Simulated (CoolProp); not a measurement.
A single-stage vapour-compression cycle with R404A: evaporating at 257.15 K (dew point), condensing at 279.15 K (bubble point), superheat 8 K, subcooling 0 K, compressor efficiency 0.9, no pressure losses. Each further row changes one setting.

The numbers come from the reference Helmholtz-energy equation of state, Lemmon 2003 in CoolProp. It is a pseudo-pure fit of the blend.

| case | cooling COP | pressure ratio | discharge temperature (K) | refrigerating effect (kJ/kg) | volumetric capacity (kJ/m³) |
|---|---|---|---|---|---|
| as stated | 9.04 | 2.11 | 292.3 | 156 | 2660 |
| evaporating temperature 262.15 K | 12.1 | 1.77 | 291.1 | 159 | 3220 |
| condensing temperature 274.15 K | 11.9 | 1.81 | 286.5 | 163 | 2780 |
| subcooling 5 K | 9.45 | 2.11 | 292.3 | 163 | 2780 |
| superheat 18 K | 9.07 | 2.11 | 302.2 | 165 | 2670 |
| compressor efficiency 0.8 | 8.04 | 2.11 | 294.4 | 156 | 2660 |
